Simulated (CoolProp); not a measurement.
C3F8 (R218) at 408.61 K and 0.416 MPa flows at 1.1 m/s in a round tube of 25 mm bore and 15 µm roughness, fully developed (64/Re and Nu = 3.66 if laminar; Colebrook and Gnielinski if turbulent). Each further row changes one setting.

Computed with CoolProp (reference Helmholtz-energy equation of state, Lemmon 2006). It is a short technical equation, of lower accuracy than the large ones.

```csv
case,Reynolds number,Darcy friction factor,pressure drop (Pa/m),heat-transfer coefficient (W/(m² K)),mass flow (kg/h)
as stated,38300,0.0239,13.7,82.8,46.1
velocity 2.2 m/s,76600,0.0215,49.2,149,92.1
diameter 50 mm,76600,0.0203,5.83,70.5,184
```

Viscosity comes from a separate model (Huber 2003), an estimate that may be off by 10 % or more. Thermal conductivity comes from a separate model (Huber 2003), an estimate that may be off by 10 % or more.
